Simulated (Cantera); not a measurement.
A perfectly stirred reactor is fed with H₂ : O₂ = 0.072 : 1 (molar parts), at 1.95 Torr; it is held at 1250 K, and followed from long to short residence time.

Model: the H2/O2 subset of GRI-Mech 3.0, which has no nitrogen chemistry, integrated in Cantera. Radical loss at walls, strong at low pressure, is not modelled. The temperature is held fixed by assumption; the heat of reaction is taken as removed at once.

x: mole fraction; the columns are a selection and need not sum to one.

```json
[
 {"τ (s)": "4.1", "x H₂": "0.000471", "x O₂": "0.917", "x O": "0.0118", "x H₂O₂": "2.06e-8", "x HO₂": "5.35e-7", "x OH": "0.00287", "x H₂O": "0.0661"},
 {"τ (s)": "1.9", "x H₂": "0.000699", "x O₂": "0.910", "x O": "0.0176", "x H₂O₂": "2.17e-8", "x HO₂": "6.09e-7", "x OH": "0.00347", "x H₂O": "0.0646"},
 {"τ (s)": "0.87", "x H₂": "[?]", "x O₂": "0.902", "x O": "[?]", "x H₂O₂": "2.22e-8", "x HO₂": "6.66e-7", "x OH": "[?]", "x H₂O": "0.0626"},
 {"τ (s)": "0.40", "x H₂": "[?]", "x O₂": "0.895", "x O": "[?]", "x H₂O₂": "2.24e-8", "x HO₂": "7.03e-7", "x OH": "[?]", "x H₂O": "0.0604"},
 {"τ (s)": "0.19", "x H₂": "0.00165", "x O₂": "0.889", "x O": "0.0361", "x H₂O₂": "2.28e-8", "x HO₂": "7.24e-7", "x OH": "0.00498", "x H₂O": "0.0585"},
 {"τ (s)": "0.086", "x H₂": "0.00220", "x O₂": "0.885", "x O": "0.0388", "x H₂O₂": "2.40e-8", "x HO₂": "7.41e-7", "x OH": "0.00536", "x H₂O": "0.0568"},
 {"τ (s)": "0.040", "x H₂": "0.00314", "x O₂": "0.885", "x O": "0.0390", "x H₂O₂": "2.66e-8", "x HO₂": "7.56e-7", "x OH": "0.00581", "x H₂O": "0.0549"},
 {"τ (s)": "0.018", "x H₂": "0.00508", "x O₂": "0.886", "x O": "0.0370", "x H₂O₂": "3.17e-8", "x HO₂": "7.72e-7", "x OH": "0.00648", "x H₂O": "0.0521"},
 {"τ (s)": "0.0085", "x H₂": "0.00863", "x O₂": "0.889", "x O": "0.0331", "x H₂O₂": "3.86e-8", "x HO₂": "7.79e-7", "x OH": "0.00725", "x H₂O": "0.0479"},
 {"τ (s)": "0.0039", "x H₂": "0.0156", "x O₂": "0.895", "x O": "0.0271", "x H₂O₂": "4.61e-8", "x HO₂": "7.62e-7", "x OH": "0.00793", "x H₂O": "0.0409"},
 {"τ (s)": "0.0018", "x H₂": "0.0281", "x O₂": "0.905", "x O": "0.0190", "x H₂O₂": "4.66e-8", "x HO₂": "6.98e-7", "x OH": "0.00765", "x H₂O": "0.0299"}
]
```

### Question
Fill in the missing entries.

### Answer

- 0.87, x H₂: 0.000984
- 0.87, x O: 0.0245
- 0.87, x OH: 0.00407
- 0.40, x H₂: 0.00130
- 0.40, x O: 0.0313
- 0.40, x OH: 0.00458
